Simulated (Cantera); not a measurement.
A Cantera script and what it prints.

```python
import numpy as np
import cantera as ct

gas_names = """
    B BH BH2 BH3 BO BO2 B2 B2O B2O2 B2O3 B3O3H3 H HBO HBO2 HO2 H2 H2O H2O2 H3B3O6 O OH O2 O3
""".split()
cond_names = """
    B(b) B(L) B2O3(L) B3O3H3(cr) H2O(s) H2O(L)
""".split()


# ... load() reads the species with a 1 bar reference pressure and builds the phases ...
atoms = {
    'B2O3': {'B': 2, 'O': 3},
    'H2': {'H': 2},
    'O2': {'O': 2},
}
top_T = {}  # K; cautious upper limits of use, not melting points


# ... equilibrate(T, P, feed) seeds the gas with the atoms and calls Mixture.equilibrate('TP', solver="vcs", rtol=1e-11, max_steps=5000) ...
results = []
feed = {'B2O3': 1, 'H2': 1.2, 'O2': 7.3}  # mol
P = 133.322  # Pa
for T in [1073, 1123, 1173, 1223, 1273, 1323, 1373, 1423, 1473, 1523, 1573, 1623]:
    mix = equilibrate(T, P, feed)
    results.append((T, P, feed, dict(zip(mix.species_names, mix.species_moles))))

top = {s: max(r[3][s] / sum(r[3][g] for g in gas_names) for r in results) for s in gas_names}
cols = sorted((s for s in top if top[s] > 1e-06), key=lambda s: -top[s])[:7]
seen = [c for c in cond_names if any(r[3].get(c, 0) > 1e-12 for r in results)]
print("log10 of partial pressures in bar; condensed amounts in mol")
print(f"{'T/K':>10s}" + "".join(f"{s[:9]:>10s}" for s in cols + seen))
for T, P, feed, n in results:
    ng = sum(n[g] for g in gas_names)
    print(f"{T:10.4g}" + "".join(f"{np.log10(max(n[s] / ng * P / 1e5, 1e-99)):10.3f}" for s in cols)
          + "".join(f"{n.get(c, 0):10.4g}" for c in seen))
```

Result:

```
log10 of partial pressures in bar; condensed amounts in mol
       T/K        O2      HBO2       H2O      B2O3       BO2        OH         O   B2O3(L)
      1073    -2.947    -5.813    -3.696   -10.064   -10.276    -8.277   -10.379    0.9949
      1123    -2.947    -5.440    -3.698    -9.209    -9.555    -7.926    -9.830    0.9888
      1173    -2.948    -5.103    -3.704    -8.429    -8.897    -7.606    -9.329    0.9762
      1223    -2.949    -4.798    -3.714    -7.716    -8.294    -7.315    -8.868    0.9521
      1273    -2.952    -4.522    -3.733    -7.062    -7.740    -7.052    -8.444    0.9092
      1323    -2.956    -4.276    -3.765    -6.459    -7.230    -6.817    -8.053    0.8375
      1373    -2.962    -4.061    -3.818    -5.902    -6.758    -6.611    -7.691    0.7253
      1423    -2.970    -3.879    -3.901    -5.387    -6.321    -6.437    -7.356    0.5596
      1473    -2.983    -3.734    -4.027    -4.908    -5.915    -6.300    -7.046    0.3235
      1523    -2.999    -3.636    -4.195    -4.484    -5.549    -6.199    -6.758         0
      1573    -2.999    -3.646    -4.180    -4.461    -5.390    -6.014    -6.481         0
      1623    -3.000    -3.655    -4.166    -4.442    -5.242    -5.840    -6.221         0
```

Method: chemical equilibrium by Gibbs-energy minimisation in Cantera with the NASA 1993 tables (ideal gas, pure condensed phases). Gases not in the tables: H3BO3.
